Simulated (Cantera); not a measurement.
A freely propagating, adiabatic, planar premixed flame of 37.2 % H₂, 16.9 % O₂, 45.8 % N₂, equivalence ratio 1.1, unburnt at 425 K and 8.00 bar; multicomponent+Soret transport, grid criteria slope 0.08 and curve 0.16, no radiation.

Computed with Cantera and the H2/O2 subset of GRI-Mech 3.0, which has no nitrogen chemistry. The hydrogen kinetics of GRI-Mech 3.0 are dated; newer H2 mechanisms differ, most at raised pressure. Burning velocities carry a grid error of a few per cent, more on coarse grids.

**Question.** Predict: laminar burning velocity; thermal thickness; peak x(H); peak x(H₂O₂); peak x(OH).

**Answer.** 
```json
{
  "laminar_burning_velocity": "515 cm/s",
  "thermal_thickness": "0.0257 mm",
  "peak x(H)": "0.0357",
  "peak x(H₂O₂)": "0.000188",
  "peak x(OH)": "0.0233"
}
```
